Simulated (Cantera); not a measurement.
What does this Cantera script print?

```python
import numpy as np
import cantera as ct

gas = ct.Solution("gri30.yaml")


def delay(T, t_max=10):
    gas.TPX = T, 2000000, {'CH4': 1, 'C2H6': 0.039, 'C3H8': 0.042, 'O2': 1.12, 'N2': 4.2, 'H2O': 0.52}
    reactor = ct.IdealGasConstPressureReactor(gas, clone=False)
    net = ct.ReactorNet([reactor])
    net.rtol, net.atol = 1e-8, 1e-16
    while net.time < t_max:
        t_old, T_old = net.time, reactor.T
        net.step()
        if reactor.T > T + 400:  # ignition: a rise of 400 K
            return t_old + (T + 400 - T_old) / (reactor.T - T_old) * (net.time - t_old)
    return np.nan


taus = []
for T in [1175, 1275, 1375, 1475, 1575, 1675, 1775, 1875, 1975, 2075]:
    taus.append(delay(T))
    print(f"T0 = {T:6g} K   tau = {taus[-1]:.4e} s")
```

Output:

```
T0 =   1175 K   tau = 1.3809e-03 s
T0 =   1275 K   tau = 4.7719e-04 s
T0 =   1375 K   tau = 1.6820e-04 s
T0 =   1475 K   tau = 6.2946e-05 s
T0 =   1575 K   tau = 2.6074e-05 s
T0 =   1675 K   tau = 1.2038e-05 s
T0 =   1775 K   tau = 6.1312e-06 s
T0 =   1875 K   tau = 3.4098e-06 s
T0 =   1975 K   tau = 2.0533e-06 s
T0 =   2075 K   tau = 1.3263e-06 s
```

Computed with Cantera and GRI-Mech 3.0 (53 species, 325 reactions). The pressure lies above the range GRI-Mech 3.0 was tuned for (to about 10 atm).
